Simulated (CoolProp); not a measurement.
Vapour-liquid equilibrium of hexamethyldisiloxane (MM) (1) + toluene (2) at 0.418 MPa; x and y are mole fractions of (1).

Model: multi-fluid Helmholtz-energy mixture model, Thol 2016 and Lemmon 2006; pair parameters Bell 2016, in CoolProp.

```tsv
x	bubble temperature, mixture model (K)	bubble temperature, Raoult's law (K)	y, mixture model	y, Raoult's law
0.05	441.5	441.9	0.067	0.062
0.125	440.0	441.0	0.163	0.152
0.2	438.6	440.1	0.251	0.239
0.275	437.4	439.2	0.333	0.322
0.35	436.3	438.4	0.410	0.403
0.425	435.3	437.5	0.482	0.482
0.5	434.4	436.7	0.552	0.557
0.575	433.7	435.9	0.619	0.630
0.65	433.0	435.1	0.684	0.700
0.725	432.5	434.3	0.749	0.769
0.8	432.0	433.5	0.815	0.835
0.875	431.7	432.7	0.882	0.898
0.95	431.5	431.9	0.951	0.960
```

The largest gap from Raoult's law is -2.3 K in bubble temperature, at x = 0.5. No azeotrope shows between x = 0.05 and 0.95.

Pair parameters are fitted to limited data, so mixtures are less certain than the pure fluids.
